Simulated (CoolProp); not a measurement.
The numbers come from the reference Helmholtz-energy equation of state, Thol 2018 in CoolProp.

**Question.** Give the vapour pressure (kPa), liquid density (kg/m³), vapour density (kg/m³), enthalpy of vaporisation (kJ/kg) of saturated hydrogen chloride at 191, 207.5 K.

**Answer.** 
| T (K) | p (kPa) | liquid density (kg/m³) | vapour density (kg/m³) | enthalpy of vaporisation (kJ/kg) |
|---|---|---|---|---|
| 191 | 119 | 1180 | 2.82 | 441 |
| 207.5 | 271 | 1140 | 6.09 | 422 |
